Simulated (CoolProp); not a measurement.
Model: reference Helmholtz-energy equation of state, Marx 1992, in CoolProp.

Question: For R113, give the phase and the Z, cv (kJ/(kg K)), speed of sound (m/s), Joule-Thomson coefficient (K/MPa) at 186.45 °C and 4.64 MPa; 4.15 °C and 18 MPa; 78.65 °C and 6.58 MPa.

Answer: 
- 186.45 °C and 4.64 MPa: liquid; Z 0.206, cv 0.796, speed of sound 257, Joule-Thomson coefficient 0.738
- 4.15 °C and 18 MPa: liquid; Z 0.887, cv 0.659, speed of sound 845, Joule-Thomson coefficient -0.448
- 78.65 °C and 6.58 MPa: liquid; Z 0.289, cv 0.716, speed of sound 578, Joule-Thomson coefficient -0.297
